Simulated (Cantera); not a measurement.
Cantera run:

```python
import numpy as np
import cantera as ct

gas_names = """
    C CN CO CO2 C2 CCN CNC C2N2 C2O C3 C3O2 C4 C4N2 C5 N NCO NO NO2 NO3 N2 N2O O O2 O3 Si SiC SiC2 SiN
    SiO SiO2 Si2 Si2C Si2N Si3
""".split()
cond_names = """
    C(gr) Si(cr) Si(L) SiC(b) SiO2(Lqz) SiO2(hqz) SiO2(L) Si2N2O(s) Si3N4(a)
""".split()


# ... load() reads the species with a 1 bar reference pressure and builds the phases ...
atoms = {
    'Si3N4': {'Si': 3, 'N': 4},
    'CO2': {'C': 1, 'O': 2},
    'N2': {'N': 2},
}
top_T = {'C(gr)': 4500, 'SiC(b)': 3050, 'Si2N2O(s)': 2100, 'Si3N4(a)': 2400}  # K; cautious upper limits of use, not melting points


# ... equilibrate(T, P, feed) seeds the gas with the atoms and calls Mixture.equilibrate('TP', solver="vcs", rtol=1e-11, max_steps=5000) ...
results = []
feed = {'Si3N4': 1, 'CO2': 0.59, 'N2': 4.2}  # mol
T = 1925  # K
P = 13  # Pa
mix = equilibrate(T, P, feed)
results.append((T, P, feed, dict(zip(mix.species_names, mix.species_moles))))
x = sorted(zip(gas.X, gas.species_names), reverse=True)
print(f"T = {T:g} K  P = {P:g} Pa  gas = {mix.phase_moles(0):.4g} mol")
print("   x: " + "  ".join(f"{s} {v:.3e}" for v, s in x if v > 1e-05))
print("   condensed (mol): " + ("  ".join(f"{mix.phase(i).name} {mix.phase_moles(i):.4g}"
      for i in range(1, mix.n_phases) if mix.phase_moles(i) > 1e-12) or "none"))
```

It prints:

```
T = 1925 K  P = 13 Pa  gas = 8.565 mol
   x: N2 7.234e-01  Si 1.338e-01  SiO 1.132e-01  CO 2.459e-02  Si2C 2.637e-03  Si2 1.149e-03  Si2N 5.744e-04  SiN 4.070e-04  Si3 2.559e-04
   condensed (mol): Si(L) 0.4427  SiC(b) 0.3566
```

Equilibrium computed with Cantera from the NASA thermochemical tables; the gas is ideal and each condensed phase is pure. Mutual solubility and eutectic melting of coexisting phases are not modelled. The tables' values for SiN are old estimates; treat these amounts as uncertain.
